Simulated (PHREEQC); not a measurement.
Make-up at 25 °C: 11 mmol/kgw Pb(NO3)2 and 6.3 mmol/kgw Zn(NO3)2. Closed to the air; pH follows from the charge balance.

Computed with PHREEQC (ion-association model, phreeqc.dat).

```
quantity                      before    after
--------------------------  --------  -------
pH                              4.95     5.71
ionic strength (mol/kgw)      0.0480   0.0299
NO3- (mol/kgw)                0.0326   0.0236
ZnOH+ (mol/kgw)              3.53e-7  2.21e-6
Zn(OH)2 (mol/kgw)           2.96e-10  1.09e-8
SI of Zn(OH)2(e) (Zn(OH)2)     -4.12    -2.56
```

### Question
Name the change that produced these shifts.
A) 0.0027 mol/kgw Ca(NO3)2 added
B) Pb(NO3)2 replaced by KNO3 at the same molality
C) Pb(NO3)2 from 0.011 to 0.055 mol/kgw
D) Zn(NO3)2 from 0.0063 to 0.00693 mol/kgw

### Answer
B, Pb(NO3)2 replaced by KNO3 at the same molality

No solid was allowed to form.
